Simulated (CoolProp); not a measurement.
A single-stage vapour-compression cycle with chlorine: evaporating at 257.15 K (dew point), condensing at 313.15 K (bubble point), superheat 8 K, subcooling 2 K, compressor efficiency 0.85, no pressure losses. Each further row changes one setting.

The numbers come from the reference Helmholtz-energy equation of state, Thol 2021 in CoolProp.

| case | cooling COP | pressure ratio | discharge temperature (K) | refrigerating effect (kJ/kg) | volumetric capacity (kJ/m³) |
|---|---|---|---|---|---|
| as stated | 3.10 | 5.43 | 422.7 | 227 | 1600 |
| evaporating temperature 262.15 K | 3.54 | 4.52 | 409.9 | 229 | 1910 |
| condensing temperature 308.15 K | 3.48 | 4.80 | 409.1 | 233 | 1640 |
| subcooling 7 K | 3.17 | 5.43 | 422.7 | 233 | 1640 |
| superheat 18 K | 3.04 | 5.43 | 437.7 | 233 | 1570 |
